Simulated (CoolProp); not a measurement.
A simple Rankine cycle with water: condensing at 301.15 K, boiler at 7.77 MPa, turbine inlet 606.1 K, turbine efficiency 0.85, pump efficiency 0.8, no recuperator. Each further row changes one setting.

The numbers come from the reference Helmholtz-energy equation of state, Wagner 2002 in CoolProp.

| case | thermal efficiency (%) | net work (kJ/kg) | heat in (kJ/kg) | turbine exit temperature (K) | volume ratio over the turbine |
|---|---|---|---|---|---|
| as stated | 33.5 | 940 | 2810 | 301.2 | 959 |
| turbine inlet 626.1 K | 33.7 | 970 | 2880 | 301.2 | 916 |
| condensing temperature 293.15 K | 34.4 | 979 | 2840 | 293.1 | 1490 |
| boiler pressure 5.44 MPa | 32.5 | 939 | 2890 | 301.2 | 649 |
| turbine efficiency 0.75 | 29.5 | 829 | 2810 | 301.2 | 1020 |

The expansion ends wet for: as stated; turbine inlet 626.1 K; condensing temperature 293.15 K; boiler pressure 5.44 MPa; turbine efficiency 0.75.
